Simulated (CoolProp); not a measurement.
Properties of R410A along the isotherm 255.1 K.

Model: reference Helmholtz-energy equation of state, Lemmon 2003, in CoolProp. It is a pseudo-pure fit of the blend.

| p (bar) | phase | cv (kJ/(kg K)) | speed of sound (m/s) | isothermal compressibility (1/MPa) | fugacity coefficient |
|---|---|---|---|---|---|
| 0.0775 | gas | 0.6279 | 185.7 | 129.3 | 0.9982 |
| 0.125 | gas | 0.6289 | 185.6 | 80.23 | 0.9971 |
| 0.202 | gas | 0.6304 | 185.3 | 49.74 | 0.9953 |
| 0.327 | gas | 0.6330 | 185.0 | 30.82 | 0.9924 |
| 0.528 | gas | 0.6372 | 184.4 | 19.18 | 0.9878 |
| 0.853 | gas | 0.6445 | 183.5 | 11.97 | 0.9803 |
| 1.38 | gas | 0.6574 | 181.9 | 7.502 | 0.9681 |
| 2.23 | gas | 0.6813 | 179.2 | 4.759 | 0.9484 |
| 9.39 | liquid | 0.8688 | 660.4 | 0.003061 | 0.4179 |
| 15.2 | liquid | 0.8683 | 665.6 | 0.003002 | 0.2623 |
| 24.5 | liquid | 0.8675 | 673.7 | 0.002912 | 0.1670 |
